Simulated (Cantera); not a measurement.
A perfectly stirred reactor is fed with 1.49 % CH4, 98.5 % H2, at 100.0 Torr; it is held at 1925 K, and followed from long to short residence time.

Cantera simulation using GRI-Mech 3.0 (53 species, 325 reactions); the numbers are that mechanism's predictions, not measurements. GRI-Mech 3.0 stops at C3 and has no aromatics, soot or wall deposition, so with more carbon than oxygen in the feed, carbon stays in small species such as C2H2 where larger ones or solid carbon would form.

### Question
Predict: x(CH4) at τ = 12.0 s; x(H2) at τ = 12.0 s; x(C2H2) at τ = 12.0 s; x(CH2) at τ = 12.0 s; x(CH3) at τ = 12.0 s; x(CH4) at τ = 93.0 ms; x(H2) at τ = 93.0 ms; x(C2H2) at τ = 93.0 ms; x(CH2) at τ = 93.0 ms; x(CH3) at τ = 93.0 ms.

### Answer
```json
{
  "x(CH4) at τ = 12.0 s": "0.000646",
  "x(H2) at τ = 12.0 s": "0.990",
  "x(C2H2) at τ = 12.0 s": "0.00700",
  "x(CH2) at τ = 12.0 s": "1.10e-7",
  "x(CH3) at τ = 12.0 s": "3.39e-5",
  "x(CH4) at τ = 93.0 ms": "0.00564",
  "x(H2) at τ = 93.0 ms": "0.987",
  "x(C2H2) at τ = 93.0 ms": "0.00442",
  "x(CH2) at τ = 93.0 ms": "8.24e-7",
  "x(CH3) at τ = 93.0 ms": "0.000280"
}
```
